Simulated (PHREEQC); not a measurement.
Make-up at 85 °C: 0.0063 mol Al2(SO4)3, 0.0019 mol MgSO4 and 0.0055 mol NaCl per kg of water. Closed to the air; pH follows from the charge balance.

Computed with PHREEQC (ion-association model, wateq4f.dat).

No solid was allowed to form.

**Question.** Predict the pH, ionic strength.

**Answer.** pH 3.41; ionic strength 0.0357 mol/kgw.

**Question.** In which forms is Mg present?

**Answer.** MgSO4 58 %, Mg+2 42 % of the Mg.

Examples of supersaturated solids here: Boehmite (slow to form), Gibbsite (slow to form). Others may be too. Away from 25 °C the constants follow the database's enthalpies or fits; those with neither stay at their 25 °C values.
